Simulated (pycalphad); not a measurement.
Source of the numbers: pycalphad with the COST 507 light-alloy database (1999); pressure 1 atm. The data set is of 1999 and partly superseded. Phase fractions are per mole of atoms.

**Question.** Give the equilibrium state of Sn-10.44Si (wt.%) at 925 K.

**Answer.** LIQUID, fraction 0.671, with 0.04 Si wt.%; DIAMOND_A4, fraction 0.329, with >99.99 Si wt.%.

DIAMOND_A4 is diamond (Si).
